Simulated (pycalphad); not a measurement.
Computed with pycalphad from the COST 507 light-alloy database (1999), at 1 atm. These are 1990s assessments: newer ones move some temperatures and phases. Amounts are mole fractions of atoms.

Q: Give the equilibrium state of Al-4.48Si-0.25C (at.%) at 500 K.

A: fcc, fraction 0.950, with 0.01 Si, <0.01 C at.%; diamond (Si), fraction 0.044, with >99.99 Si, <0.01 C at.%; AL8SIC7, fraction 0.006, with 6.2 Si, 43.8 C at.%.

Q: Give the equilibrium state of Al-4.48Si-0.25C (at.%) at 1550 K.

A: liquid, fraction 0.995, with 4.5 Si, 0.02 C at.%; AL4C3, fraction 0.005, with 0.20 Si, 42.9 C at.%.

Database names, with the compositions (at.%) that they take in these runs: AL4C3: Al 57 C 43; AL8SIC7: Al 50 C 44 Si 6.
